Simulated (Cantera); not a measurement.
Input: 1 mol SiH2Cl2, 0.22 mol C3H8, 64 mol H2, at 0.530 bar.

These are equilibrium values from Cantera (NASA tables, ideal gas, pure condensed phases), not measurements of a reactor. Candidate condensed phases: C, C6H6, C7H8, C8H18, Si, SiC; 109 gas species. Mutual solubility and eutectic melting of coexisting phases are not modelled. Gases not in the tables: Si2H6 and higher silanes. The numbers say what is thermodynamically allowed, not how fast it happens.

Question: Which condensed phases are stable at each of these points (T (K)): 1300, 1500, 1700, 1900, 2100, 2300, 2500?

Answer: 
```tsv
T (K)	condensed phases	Si condensed (%)
1300	Si(s) + SiC(s)	81.5
1500	Si(s) + SiC(s)	84.6
1700	Si(l) + SiC(s)	84.0
1900	Si(l) + SiC(s)	86.4
2100	Si(l) + SiC(s)	85.2
2300	Si(l) + SiC(s)	68.8
2500	SiC(s)	33.6
```

From 1300 K to 1500 K the condensed part is Si(s) + SiC(s). From 1700 K to 2300 K the condensed part is Si(l) + SiC(s). At 2500 K the condensed part is SiC(s).
